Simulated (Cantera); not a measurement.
## Ammonia decomposition in nitride growth gas

An isothermal, constant-pressure homogeneous reactor starts with NH₃ : H₂ = 1 : 0.075 (molar parts), at 2300 K and 1330 Pa.

Model: the gas-phase N/H chemistry of the illustrative SiF4/NH3 mechanism in the Surface Chemkin manual (1991), integrated in Cantera. Walls and surfaces, which speed up NH3 decomposition in real reactors, are not modelled.

| t (s) | x NH₃ | x H₂ | x N₂H₂ | x N₂H₄ | x N | x H | x N₂ |
|---|---|---|---|---|---|---|---|
| 0.000300 | 0.928 | 0.0704 | 1.22e-6 | 1.24e-9 | 6.08e-8 | 3.53e-5 | 3.73e-6 |
| 0.00111 | 0.922 | 0.0732 | 2.04e-5 | 1.26e-8 | 1.35e-6 | 0.000111 | 0.000492 |
| 0.00413 | 0.888 | 0.0973 | 4.07e-5 | 2.19e-8 | 3.29e-6 | 0.000200 | 0.00864 |
| 0.0153 | 0.772 | 0.184 | 3.20e-5 | 1.60e-8 | 5.36e-6 | 0.000359 | 0.0391 |
| 0.0569 | 0.483 | 0.398 | 1.59e-5 | 7.40e-9 | 8.30e-6 | 0.000826 | 0.114 |
| 0.211 | 0.127 | 0.663 | 2.95e-6 | 1.10e-9 | 9.74e-6 | 0.00200 | 0.207 |
| 0.783 | 0.00135 | 0.749 | 2.18e-8 | 2.47e-12 | 1.04e-5 | 0.0100 | 0.239 |
| 2.91 | 2.63e-7 | 0.706 | <1e-12 | <1e-12 | 5.27e-7 | 0.0603 | 0.234 |
| 10.8 | 5.08e-8 | 0.697 | <1e-12 | <1e-12 | 1.69e-7 | 0.0704 | 0.232 |
| 40.0 | 4.89e-8 | 0.697 | <1e-12 | <1e-12 | 1.62e-7 | 0.0704 | 0.232 |
x: mole fraction; the columns are a selection and need not sum to one.

Equilibrium at this temperature and pressure: NH₃ 4.89e-8, H₂ 0.697, N₂H₂ <1e-12, N₂H₄ <1e-12, N 1.62e-7, H 0.0704, N₂ 0.232 (gas phase only).
